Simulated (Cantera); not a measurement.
## PbO + CO + H2 + C (carbothermic reduction)

A closed system holds: 1 mol PbO, 2.8 mol CO, 12 mol H2, 7 mol C, held at 750 Torr.

These are equilibrium values from Cantera (NASA tables, ideal gas, pure condensed phases), not measurements of a reactor. Candidate condensed phases: C, C6H6, C7H8, C8H18, H2O, Pb, PbO, PbO2, Pb3O4; 113 gas species. Equilibrium is a limit: real reactors are often held back by kinetics, nucleation or transport.

| T (K) | x H2 | x CO | x Pb | x CH4 | x H2O | x CO2 | n C(graphite) | n Pb(l) |
|---|---|---|---|---|---|---|---|---|
| 1175 | 0.746 | 0.236 | 0.000435 | 0.0106 | 0.00609 | 0.00150 | 5.95 | 0.993 |
| 1225 | 0.749 | 0.238 | 0.000935 | 0.00737 | 0.00351 | 0.000759 | 5.95 | 0.985 |
| 1275 | 0.751 | 0.239 | 0.00189 | 0.00523 | 0.00209 | 0.000400 | 5.96 | 0.970 |
| 1325 | 0.752 | 0.239 | 0.00360 | 0.00380 | 0.00129 | 0.000221 | 5.96 | 0.943 |
| 1375 | 0.751 | 0.239 | 0.00656 | 0.00281 | 0.000825 | 0.000127 | 5.97 | 0.896 |
| 1425 | 0.748 | 0.238 | 0.0114 | 0.00211 | 0.000540 | 7.55e-5 | 5.98 | 0.817 |
| 1475 | 0.743 | 0.236 | 0.0192 | 0.00160 | 0.000362 | 4.62e-5 | 5.98 | 0.691 |
| 1525 | 0.734 | 0.233 | 0.0311 | 0.00123 | 0.000246 | 2.90e-5 | 5.98 | 0.493 |
| 1575 | 0.721 | 0.229 | 0.0489 | 0.000946 | 0.000169 | 1.85e-5 | 5.99 | 0.188 |
x: gas mole fraction; n: condensed amount in mol.

From 1175 K to 1575 K the condensed part is C(graphite) + Pb(l). The main Pb-bearing gas is Pb throughout. The share of Pb in condensed phases is highest at 1175 K (99.3 %) and lowest at 1575 K (18.8 %).
